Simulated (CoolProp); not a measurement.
Values from CoolProp's reference Helmholtz-energy equation of state, Zhou 2012.

For p-xylene, give the phase and the speed of sound (m/s), expansivity (1/kK), conductivity (mW/(m K)), Prandtl number at 175.35 °C and 148 bar; 135.75 °C and 8.28 bar.


- 175.35 °C and 148 bar: liquid; speed of sound 880, expansivity 1.19, conductivity 100, Prandtl number 4.42
- 135.75 °C and 8.28 bar: liquid; speed of sound 886, expansivity 1.30, conductivity 101, Prandtl number 4.72

Viscosity comes from a separate model (Balogun 2015). Thermal conductivity comes from a separate model (Mylona 2014).
